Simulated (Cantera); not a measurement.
A perfectly stirred reactor is fed with 0.420 % CO, 1.76 % O2, 0.0772 % H2O, 97.7 % N2, at 0.800 bar; it is held at 1225 K, and followed from long to short residence time.

Cantera simulation using GRI-Mech 3.0 (53 species, 325 reactions); the numbers are that mechanism's predictions, not measurements.

One state of this run: x CO = 0.00297; x O2 = 0.0169; x H2O = 0.000747; x NO = 3.17e-8; x OH = 2.23e-5; x HO2 = 1.45e-6; x N2O = 3.03e-7. x: mole fraction; the columns are a selection and need not sum to one.

### Question
Which value of τ (s) does it belong to?
A. 0.49
B. 0.0029
C. 0.0080
D. 0.022

### Answer
C, 0.0080
